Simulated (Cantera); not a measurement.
Input: 1 mol SiO2, 0.65 mol NF3, 5.9 mol H2, at 1575 K and 38.0 Pa.

These are equilibrium values from Cantera (NASA tables, ideal gas, pure condensed phases), not measurements of a reactor. Candidate condensed phases: H2O, Si, SiO2, Si2N2O, Si3N4; 58 gas species. The tables' values for SiF3, SiF2 are old estimates; treat these amounts as uncertain. The tables hold silica as quartz up to 1696 K and as liquid above; real silica turns to tridymite and cristobalite and melts near 1996 K. Rates play no part.

Base state: H2 0.678, HF 0.264, N2 0.0450, H2O 0.00688, SiO 0.00349, H 0.00175, SiF4 0.00148, SiF3 0.000198 (mole fractions); condensed: SiO2(β-quartz).

Task: What changes in the equilibrium state with this change: temperature from 1575 K to 1725 K?

Result: 
```csv
species,before,after
H2,0.678,0.631
HF,0.264,0.262
N2,0.0450,0.0437
SiO,0.00349,0.0280
H2O,0.00688,0.0281
SiF4,0.00148,4.12e-5
OH,6.47e-7,1.86e-5
SiF3,0.000198,2.78e-5
H,0.00175,0.00757
"SiO2(β-quartz), mol",0.963,0
"SiO2(condensed), mol",0,0.791
```
The tables' values for SiF3 are old estimates; treat these amounts as uncertain.
